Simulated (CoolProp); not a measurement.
The numbers come from the reference Helmholtz-energy equation of state, Tillner-Roth 1994 in CoolProp.

Give the vapour pressure (MPa), surface tension (mN/m), vapour viscosity (µPa s) of saturated R134a at 6.55, 46.65, 56.65 °C.


| T (°C) | p (MPa) | surface tension (mN/m) | vapour viscosity (µPa s) |
|---|---|---|---|
| 6.55 | 0.369 | 10.5 | 11.0 |
| 46.65 | 1.21 | 5.30 | 12.7 |
| 56.65 | 1.55 | 4.12 | 13.3 |

Viscosity comes from a separate model (Huber 2003), an estimate that may be off by 10 % or more. Surface tension comes from a separate correlation (Mulero 2012).
